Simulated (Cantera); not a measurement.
Cantera run:

```python
import numpy as np
import cantera as ct

gas_names = """
    C CH CH2 CH3 CH2OH CH3O CH4 CH3OH CO CO2 COOH C2 C2H CHCO,ketyl C2H2,acetylene C2H2,vinylidene
    CH2CO,ketene C2H3,vinyl CH3CO,acetyl C2H4 C2H4O,ethylen CH3CHO,ethanal CH3COOH (HCOOH)2 C2H5 C2H6
    CH3OCH3 C2H5OH C2O C3 C3H3,propargyl C3H4,allene C3H4,propyne C3H4,cyclo- C3H5,allyl C3H6,propylene
    C3H6,cyclo- C3H6O C3H7,n-propyl C3H7,i-propyl C3H8 C3H8O,1propanol C3H8O,2propanol C3O2 C4 C4H2
    C4H4,1,3-cyclo- C4H6,butadiene C4H6,2-butyne C4H6,cyclo- C4H8,1-butene C4H8,cis2-buten
    C4H8,tr2-butene C4H8,isobutene C4H8,cyclo- (CH3COOH)2 C4H9,n-butyl C4H9,i-butyl C4H9,s-butyl
    C4H9,t-butyl C4H10,isobutane C4H10,n-butane C5 C5H6,1,3cyclo- C5H8,cyclo- C5H10,1-pentene
    C5H10,cyclo- C5H11,pentyl C5H11,t-pentyl C5H12,n-pentane C5H12,i-pentane CH3C(CH3)2CH3 C6H2
    C6H5,phenyl C6H5O,phenoxy C6H6 C6H5OH,phenol C6H10,cyclo- C6H12,1-hexene C6H12,cyclo- C6H13,n-hexyl
    C7H7,benzyl C7H8 C7H8O,cresol C7H14,1-heptene C7H15,n-heptyl C7H16,n-heptane C8H8,styrene
    C8H10,ethylbenz C8H16,1-octene C8H17,n-octyl C8H18,isooctane C8H18,n-octane C9H19,n-nonyl
    C10H8,naphthale C10H21,n-decyl C12H9,o-bipheny C12H10,bipheny H HCO HO2 H2 HCHO,formaldehy HCOOH H2O
    H2O2 O OH O2 O3 Ti TiO TiO2
""".split()
cond_names = """
    C(gr) C6H6(L) C7H8(L) C8H18(L),n-octa H2O(s) H2O(L) Ti(a) Ti(b) Ti(L) TiC(s) TiC(L) TiO(a) TiO(b)
    TiO(L) TiO2(ru) TiO2(L) Ti2O3(a) Ti2O3(b) Ti2O3(L) Ti3O5(a) Ti3O5(b) Ti3O5(L) Ti4O7(s) Ti4O7(L)
""".split()


def load(file, names, dense=False):
    # The tables refer to 1 bar. Condensed volumes are neglected.
    table = {s.name: s for s in ct.Species.list_from_file(file)}
    out = []
    for n in names:
        d = dict(table[n].input_data)
        d["thermo"] = dict(d["thermo"], **{"reference-pressure": 1e5})
        if dense:
            d["equation-of-state"] = {"model": "constant-volume", "density": "1e6 g/cm^3"}
        out.append(ct.Species.from_dict(d))
    return out


gas = ct.Solution(thermo="ideal-gas", species=load("nasa_gas.yaml", gas_names))
cond = {s.name: ct.Solution(thermo="fixed-stoichiometry", species=[s], name=s.name)
        for s in load("nasa_condensed.yaml", cond_names, dense=True)}
atoms = {
    'Ti(OiPr)4': {'Ti': 1, 'C': 12, 'H': 28, 'O': 4},
    'CH4': {'C': 1, 'H': 4},
    'H2': {'H': 2},
}
top_T = {'C(gr)': 4500}  # K; cautious upper limits of use, not melting points


def equilibrate(T, P, feed):
    n = {}
    for name, mol in feed.items():
        for a, k in atoms[name].items():
            n[a] = n.get(a, 0.0) + k * mol
    gas.TPX = T, P, n
    mass = sum(n.values()) * gas.mean_molecular_weight
    gas.equilibrate("TP")
    valid = [c for c in cond.values() if c.min_temp <= T <= top_T.get(c.name, c.max_temp)]
    mix = ct.Mixture([(gas, mass / gas.mean_molecular_weight)] + [(c, 0.0) for c in valid])
    mix.T, mix.P = T, P
    mix.equilibrate("TP", solver="vcs", rtol=1e-11, max_steps=5000)
    return mix


results = []
feed = {'Ti(OiPr)4': 1, 'CH4': 5.5, 'H2': 2.3}  # mol
P = 4300  # Pa
for T in [1075, 1175, 1275, 1375, 1475, 1575, 1675]:
    mix = equilibrate(T, P, feed)
    results.append((T, P, feed, dict(zip(mix.species_names, mix.species_moles))))

top = {s: max(r[3][s] / sum(r[3][g] for g in gas_names) for r in results) for s in gas_names}
cols = sorted((s for s in top if top[s] > 0.001), key=lambda s: -top[s])[:9]
seen = [c for c in cond_names if any(r[3].get(c, 0) > 1e-12 for r in results)]
print("log10 of partial pressures in bar; condensed amounts in mol")
print(f"{'T/K':>10s}" + "".join(f"{s[:9]:>10s}" for s in cols + seen))
for T, P, feed, n in results:
    ng = sum(n[g] for g in gas_names)
    print(f"{T:10.4g}" + "".join(f"{np.log10(max(n[s] / ng * P / 1e5, 1e-99)):10.3f}" for s in cols)
          + "".join(f"{n.get(c, 0):10.4g}" for c in seen))
```

It prints:

```
log10 of partial pressures in bar; condensed amounts in mol
       T/K        H2        CO       CH4     C(gr)    TiC(s)  TiO2(ru)  Ti3O5(b)
      1075    -1.398    -2.534    -4.142     15.46         0         1         0
      1175    -1.403    -2.471    -4.523     15.15         0         0    0.3333
      1275    -1.426    -2.260    -4.885     12.49         1         0         0
      1375    -1.426    -2.260    -5.155      12.5         1         0         0
      1475    -1.426    -2.260    -5.389      12.5         1         0         0
      1575    -1.426    -2.260    -5.592      12.5         1         0         0
      1675    -1.426    -2.260    -5.772      12.5         1         0         0
```

Method: chemical equilibrium by Gibbs-energy minimisation in Cantera with the NASA 1993 tables (ideal gas, pure condensed phases). The feed counts by its element totals alone. TiC: taken at fixed stoichiometry. Condensed phases not in the tables: Magnéli phases beyond Ti4O7.
